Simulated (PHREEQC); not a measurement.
# Ultrapure water in contact with air or piping: an equilibrium model

Synthetic water in mmol/kgw, 45 °C, pH 6.57, pe -0.1:

```csv
constituent,mmol/kgw
Na,0.000904
K,0.000625
Ca,0.000137
Mg,2.06e-05
Cl,0.000508
S(6),0.000171
Alkalinity (meq/kgw),0.00105
Sr,1.71e-05
```

Valence states are taken as typed.

Computed with PHREEQC (ion-association model, phreeqc.dat).

Precipitation was switched off in this run.

**Question.** Estimate the charge-balance error.

**Answer.** charge-balance error -0.5 %.

**Question.** In which forms is C present?

**Answer.** HCO3- 66 %, CO2 34 % of the C.

Species that the database lacks are ignored. Away from 25 °C the constants follow the database's enthalpies or fits; those with neither stay at their 25 °C values.
